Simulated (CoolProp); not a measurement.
Model: reference Helmholtz-energy equation of state, Lemmon 2006, in CoolProp. It is a short technical equation, of lower accuracy than the large ones.

For C2F6 (R116), give the phase and the Z, isothermal compressibility (1/MPa) at 151.85 °C and 2.93 MPa; 151.85 °C and 4.69 MPa; 151.85 °C and 6.45 MPa.


- 151.85 °C and 2.93 MPa: gas; Z 0.925, isothermal compressibility 0.367
- 151.85 °C and 4.69 MPa: supercritical; Z 0.887, isothermal compressibility 0.235
- 151.85 °C and 6.45 MPa: supercritical; Z 0.857, isothermal compressibility 0.172
